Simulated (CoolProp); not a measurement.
Cyclopropane along the isotherm 278 K: Z from the reference equation and from simpler models built on Tc = 398.7 K, pc = 56.05 bar, ω = 0.131; each cubic takes its own stable root.

Model: reference Helmholtz-energy equation of state, Polt 1992, in CoolProp. This equation is an older, rougher fit; its heat capacities, sound speeds and derivatives of the liquid may be far off and weren't checked against measurements.

```
p (bar)   phase  reference  Redlich-Kwong  Soave-Redlich-Kwong
-------  ------  ---------  -------------  -------------------
6.01     liquid    0.01685        0.01852              0.01823
12       liquid    0.03358        0.03688              0.03631
18       liquid    0.05030        0.05518              0.05434
24       liquid    0.06696        0.07340              0.07230
30       liquid    0.08357        0.09153              0.09019
```
